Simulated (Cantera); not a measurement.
Cantera run:

```python
import numpy as np
import cantera as ct

gas_names = """
    CL CL2 H HCL H2 Si SiCL SiCL2 SiCL3 SiCL4 SiH SiHCL3 SiH2 SiH2CL2 SiH3 SiH3CL SiH4 Si2 Si3
""".split()
cond_names = """
    Si(cr) Si(L)
""".split()


# ... load() reads the species with a 1 bar reference pressure and builds the phases ...
atoms = {
    'SiCl4': {'Si': 1, 'CL': 4},
    'Cl2': {'CL': 2},
    'H2': {'H': 2},
}
top_T = {}  # K; cautious upper limits of use, not melting points


# ... equilibrate(T, P, feed) seeds the gas with the atoms and calls Mixture.equilibrate('TP', solver="vcs", rtol=1e-11, max_steps=5000) ...
results = []
feed = {'SiCl4': 1, 'Cl2': 1.1, 'H2': 15}  # mol
P = 58000  # Pa
for T in [575, 625, 675, 725, 775, 825, 875, 925, 975, 1025, 1075, 1125, 1175, 1225]:
    mix = equilibrate(T, P, feed)
    results.append((T, P, feed, dict(zip(mix.species_names, mix.species_moles))))
    x = sorted(zip(gas.X, gas.species_names), reverse=True)
    print(f"T = {T:g} K  P = {P:g} Pa  gas = {mix.phase_moles(0):.4g} mol")
    print("   x: " + "  ".join(f"{s} {v:.3e}" for v, s in x if v > 0.0001))
    print("   condensed (mol): " + ("  ".join(f"{mix.phase(i).name} {mix.phase_moles(i):.4g}"
          for i in range(1, mix.n_phases) if mix.phase_moles(i) > 1e-12) or "none"))
```

Result:

```
T = 575 K  P = 58000 Pa  gas = 17.1 mol
   x: H2 8.129e-01  HCL 1.287e-01  SiCL4 5.847e-02
   condensed (mol): none
T = 625 K  P = 58000 Pa  gas = 17.1 mol
   x: H2 8.128e-01  HCL 1.287e-01  SiCL4 5.846e-02
   condensed (mol): none
T = 675 K  P = 58000 Pa  gas = 17.1 mol
   x: H2 8.128e-01  HCL 1.287e-01  SiCL4 5.843e-02
   condensed (mol): none
T = 725 K  P = 58000 Pa  gas = 17.1 mol
   x: H2 8.128e-01  HCL 1.288e-01  SiCL4 5.837e-02  SiHCL3 1.137e-04
   condensed (mol): none
T = 775 K  P = 58000 Pa  gas = 17.1 mol
   x: H2 8.126e-01  HCL 1.289e-01  SiCL4 5.824e-02  SiHCL3 2.376e-04
   condensed (mol): none
T = 825 K  P = 58000 Pa  gas = 17.1 mol
   x: H2 8.124e-01  HCL 1.291e-01  SiCL4 5.803e-02  SiHCL3 4.515e-04
   condensed (mol): none
T = 875 K  P = 58000 Pa  gas = 17.1 mol
   x: H2 8.121e-01  HCL 1.295e-01  SiCL4 5.768e-02  SiHCL3 7.919e-04
   condensed (mol): none
T = 925 K  P = 58000 Pa  gas = 17.1 mol
   x: H2 8.116e-01  HCL 1.300e-01  SiCL4 5.717e-02  SiHCL3 1.297e-03
   condensed (mol): none
T = 975 K  P = 58000 Pa  gas = 17.1 mol
   x: H2 8.108e-01  HCL 1.307e-01  SiCL4 5.643e-02  SiHCL3 2.001e-03
   condensed (mol): none
T = 1025 K  P = 58000 Pa  gas = 17.1 mol
   x: H2 8.098e-01  HCL 1.317e-01  SiCL4 5.542e-02  SiHCL3 2.929e-03  SiCL3 1.017e-04
   condensed (mol): none
T = 1075 K  P = 58000 Pa  gas = 17.1 mol
   x: H2 8.084e-01  HCL 1.331e-01  SiCL4 5.408e-02  SiHCL3 4.082e-03  SiCL3 2.541e-04
   condensed (mol): none
T = 1125 K  P = 58000 Pa  gas = 17.11 mol
   x: H2 8.066e-01  HCL 1.349e-01  SiCL4 5.230e-02  SiHCL3 5.432e-03  SiCL3 5.749e-04
   condensed (mol): none
T = 1175 K  P = 58000 Pa  gas = 17.11 mol
   x: H2 8.042e-01  HCL 1.374e-01  SiCL4 4.995e-02  SiHCL3 6.893e-03  SiCL3 1.185e-03  SiCL2 2.749e-04  SiH2CL2 1.220e-04
   condensed (mol): none
T = 1225 K  P = 58000 Pa  gas = 17.13 mol
   x: H2 8.006e-01  HCL 1.410e-01  SiCL4 4.681e-02  SiHCL3 8.293e-03  SiCL3 2.227e-03  SiCL2 8.378e-04  SiH2CL2 1.962e-04
   condensed (mol): none
```

These are equilibrium values from Cantera (NASA tables, ideal gas, pure condensed phases), not measurements of a reactor. The tables' values for SiCl3 are old estimates; treat these amounts as uncertain.
